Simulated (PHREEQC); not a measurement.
A solution holds 30 mmol/kgw HF, 4.8 mmol/kgw (NH4)2SiF6 and 0.85 mmol/kgw H3AsO4, at 10 °C. Closed to the air; pH follows from the charge balance.

The numbers come from PHREEQC with the ion-association model, wateq4f.dat.

The pH is 2.33. The ionic strength comes out as 0.0197 mol/kgw and the total alkalinity is -50.0 meq/kg.

```csv
species,molality,activity,log γ
HF,0.0210,0.0211,0.002
NH4+,0.00960,0.00839,-0.058
H+,0.00527,0.00471,-0.049
SiF6-2,0.00480,0.00284,-0.227
F-,0.00446,0.00388,-0.060
H2F2,0.00195,0.00196,0.002
H2AsO4-,0.000499,0.000436,-0.058
H3AsO4,0.000351,0.000352,0.002
HF2-,0.000312,0.000272,-0.060
HAsO4-2,1.03e-8,5.99e-9,-0.233
```

Precipitation was switched off in this run. wateq4f.dat counts part of the HF as a dimer, H2F2, which phreeqc.dat doesn't know; its constant is uncertain. At this temperature some constants are extrapolated from 25 °C, and those without enthalpy data are left unchanged. SiF6-2 is the database's only silicon fluoride.
